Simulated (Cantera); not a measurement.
A jet of H2 : O2 : N2 = 0.017 : 0.16 : 0.79 (molar parts), equivalence ratio 0.053 at 300 K and 0.0977 atm hits a platinum plate 7.3 cm away at a mass flux of 0.074 kg/m²/s; the plate temperature is set and raised in steps from an oxygen-covered start.

Model: Deutschmann's 1995 Pt surface mechanism with GRI-Mech 3.0 gas chemistry, integrated in Cantera. Catalytic surfaces can have several steady states; this one follows from the mechanism file's or the stated starting coverage.

x: mole fraction at the wall; θ: surface coverage.

```csv
plate T (K),wall x H2,wall x O2,wall x H2O,wall x OH,θ free Pt,θ O*,θ OH*
700,0.00230,0.149,0.0294,<1e-8,0.0355,0.963,0.00198
750,0.00173,0.149,0.0303,<1e-8,0.0510,0.947,0.00173
800,0.00115,0.148,0.0312,<1e-8,0.0818,0.917,0.00164
850,0.000790,0.148,0.0318,…,0.126,0.872,0.00156
900,0.000576,0.148,0.0321,…,0.181,0.818,0.00144
950,0.000447,0.147,0.0322,…,0.241,0.757,0.00131
```

Q: Some entries are withheld; supply them.

A: 
- 850, wall x OH: 1.26e-8
- 900, wall x OH: 3.86e-8
- 950, wall x OH: 1.06e-7
